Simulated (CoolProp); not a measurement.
The fluid at 385.41 K and 0.0832 MPa is throttled through a valve to 0.0118 MPa with no heat exchange. The same conditions are run with several fluids, on thermodynamics alone (safety and materials aside).

The numbers come from the reference Helmholtz-energy equation of state of each fluid (hexamethyldisiloxane (MM): Thol 2016; fluoroethane (R161): Wu 2012; R1224YDZ: Akasaka 2023; CH3F (R41): Lemmon 2006; oxygen: Schmidt 1985) in CoolProp.

| fluid | temperature change (K) | final density (kg/m³) |
|---|---|---|
| hexamethyldisiloxane (MM) | … | … |
| fluoroethane (R161) | -0.7 | 0.177 |
| R1224YDZ | -0.9 | … |
| CH3F (R41) | … | … |
| oxygen | -0.1 | … |

Q: What belongs in the gaps?

A: 
- hexamethyldisiloxane (MM), temperature change (K): -1.6
- hexamethyldisiloxane (MM), final density (kg/m³): 0.604
- R1224YDZ, final density (kg/m³): 0.549
- CH3F (R41), temperature change (K): -0.6
- CH3F (R41), final density (kg/m³): 0.126
- oxygen, final density (kg/m³): 0.118

Above 300 K oxygen's equation is extrapolated.
